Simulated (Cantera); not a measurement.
A Cantera script and its output.

```python
import numpy as np
import cantera as ct

gas = ct.Solution("gri30.yaml")
gas.TPX = 1098, 101325, {'CO': 0.0018, 'O2': 0.0031, 'H2O': 0.0031, 'N2': 1}
reactor = ct.IdealGasConstPressureReactor(gas, energy="off", clone=False)
net = ct.ReactorNet([reactor])
net.rtol, net.atol = 1e-08, 1e-18
show = ['CO', 'O2', 'H2O', 'OH', 'NO', 'H', 'H2O2']
times = np.geomspace(0.0007, 6, 9)

steps = ct.SolutionArray(gas, extra=["t"])
rows = []
print(f"{'t/s':>10s}{'T/K':>9s}{'P/Pa':>11s}" + "".join(f"{s:>11s}" for s in show))
for t in times:
    while net.time < t:
        t_next = net.step()
        steps.append(gas.state, t=t_next)
    rows.append([np.interp(t, steps.t, y) for y in (steps.T, steps.P, *steps(*show).X.T)])
    print(f"{t:10.3e}{rows[-1][0]:9.1f}{rows[-1][1]:11.4g}" + "".join(f"{x:11.3e}" for x in rows[-1][2:]))
rate = np.gradient(steps.T, steps.t)
print("integrator steps:", len(steps.t))
if steps.T.max() > steps.T[0] + 200:
    print(f"time of steepest temperature rise: {steps.t[rate.argmax()]:.4e} s")
gas.TPX = 1098, 101325, {'CO': 0.0018, 'O2': 0.0031, 'H2O': 0.0031, 'N2': 1}
gas.equilibrate("TP")
print(f"equilibrium (TP): T = {gas.T:.1f} K  " + "  ".join(f"{s} {gas[s].X[0]:.3e}" for s in show))
```

Result:

```
       t/s      T/K       P/Pa         CO         O2        H2O         OH         NO          H       H2O2
 7.000e-04   1098.0  1.013e+05  1.786e-03  3.075e-03  3.075e-03  3.134e-12  2.209e-20  1.878e-12  1.502e-17
 2.171e-03   1098.0  1.013e+05  1.786e-03  3.075e-03  3.075e-03  2.022e-11  2.360e-19  1.616e-11  8.140e-16
 6.735e-03   1098.0  1.013e+05  1.786e-03  3.075e-03  3.075e-03  2.462e-10  4.780e-18  2.111e-10  4.631e-14
 2.089e-02   1098.0  1.013e+05  1.784e-03  3.074e-03  3.075e-03  1.180e-07  5.256e-14  9.799e-08  1.016e-09
 6.481e-02   1098.0  1.013e+05  8.670e-04  2.619e-03  3.051e-03  6.998e-06  6.072e-09  5.805e-06  3.332e-08
 2.010e-01   1098.0  1.013e+05  1.551e-04  2.262e-03  3.072e-03  3.104e-06  1.148e-08  5.461e-07  1.086e-08
 6.236e-01   1098.0  1.013e+05  1.796e-05  2.193e-03  3.077e-03  1.224e-06  1.272e-08  2.650e-08  1.534e-09
 1.934e+00   1098.0  1.013e+05  1.358e-06  2.185e-03  3.078e-03  4.582e-07  1.312e-08  8.462e-10  1.961e-10
 6.000e+00   1098.0  1.013e+05  7.059e-08  2.184e-03  3.078e-03  1.779e-07  1.375e-08  2.913e-11  2.962e-11
integrator steps: 1173
equilibrium (TP): T = 1098.0 K  CO 4.834e-11  O2 2.180e-03  H2O 3.078e-03  OH 3.686e-08  NO 9.599e-06  H 2.249e-13  H2O2 1.280e-12
```

Computed with Cantera and GRI-Mech 3.0 (53 species, 325 reactions).
